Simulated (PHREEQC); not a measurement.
Dissolve 0.0011 mol NH4HS, 0.015 mol NaHCO3 and 0.00015 mol MnCl2 per kg of water at 75 °C. Closed to the air; pH follows from the charge balance.

Equilibrium calculation in PHREEQC: ion-association model, wateq4f.dat.

This is a speciation only: nothing precipitates in the calculation.

Question: What pH, ionic strength does the model give?

Answer: pH 7.67; ionic strength 0.0158 mol/kgw.

Question: In which forms is S present?

Answer: HS- 94 %, H2S 6.2 % of the S.

Examples of supersaturated solids here: Rhodochrosite. Others may be too. Constants without temperature data keep their 25 °C values here. The polysulfide entries of wateq4f.dat were taken out for this run.
